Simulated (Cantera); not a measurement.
Source: NASA polynomial tables (part measured, part estimated), evaluated in Cantera. Values are per mole of reaction as written; species without (g) are pure solids or liquids, kept so even where they would boil at 1 bar. VN: taken at fixed stoichiometry.

Task: Between 300 and 1600 K, where is each reaction favourable under standard conditions?
- 2 V₂O₃ + 6 H(g) + 4 N(g) ⇌ 4 VN + 3 H₂O₂(g)

Result: 
- 2 V₂O₃ + 6 H(g) + 4 N(g) ⇌ 4 VN + 3 H₂O₂(g): ΔG° is -1845 kJ at 300 K and -851 kJ at 1600 K; it stays negative (K > 1). ΔH° is -2158 kJ and ΔS° -817 J/K at 1600 K.
